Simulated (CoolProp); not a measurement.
Vapour-liquid equilibrium of R143a (1) + n-butane (2) at -63.35 °C; x and y are mole fractions of (1).

The numbers come from the multi-fluid Helmholtz-energy mixture model, Lemmon and Jacobsen 2000 and Bücker 2006; pair parameters Bell 2016 in CoolProp.

| x | bubble pressure (kPa) | y at the bubble point | dew pressure at overall composition x (kPa) | liquid density (mol/L) |
|---|---|---|---|---|
| 0.05 | 17.94 | 0.785 | 4.195 | 11.53 |
| 0.2 | 35.75 | 0.900 | 4.975 | 11.85 |
| 0.35 | 39.15 | 0.912 | 6.110 | 12.20 |
| 0.5 | 39.32 | 0.912 | 7.913 | 12.59 |
| 0.65 | 39.62 | 0.914 | 11.22 | 13.04 |
| 0.8 | 40.98 | 0.928 | 19.21 | 13.56 |
| 0.95 | 43.31 | 0.972 | 42.40 | 14.16 |

No azeotrope shows between x = 0.05 and 0.95.

Pair parameters are fitted to limited data, so mixtures are less certain than the pure fluids. With so large a gap from Raoult's law the liquid may split in two, which this calculation doesn't test in full.
